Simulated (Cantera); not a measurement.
Charge: 1 mol B2O3, 0.053 mol O2, 1.7 mol N2, equilibrated at 1.00 Torr.

Method: chemical equilibrium by Gibbs-energy minimisation in Cantera with the NASA 1993 tables (ideal gas, pure condensed phases). Candidate condensed phases: B, BN, B2O3; 17 gas species. Kinetics and transport are ignored.

x: gas mole fraction; nothing condenses.

```csv
T (K),x N2,x B2O3,x BO2,x BO,x O2
1798,0.614,0.354,0.0155,0.000105,0.0147
1848,0.614,0.352,0.0193,0.000225,0.0135
1898,0.613,0.349,0.0237,0.000465,0.0123
1948,0.612,0.345,0.0285,0.000930,0.0109
1998,0.610,0.342,0.0338,0.00180,0.00947
2048,0.608,0.337,0.0394,0.00341,0.00808
2098,0.606,0.331,…,…,…
2148,0.602,0.323,…,…,…
2198,0.597,0.313,0.0587,0.0188,0.00526
2248,0.590,0.298,0.0669,0.0306,0.00503
2298,0.580,0.279,0.0764,0.0473,0.00518
```

**Question.** Fill in the missing entries.

**Answer.** 
- 2098, x BO2: 0.0453
- 2098, x BO: 0.00624
- 2098, x O2: 0.00685
- 2148, x BO2: 0.0517
- 2148, x BO: 0.0111
- 2148, x O2: 0.00588
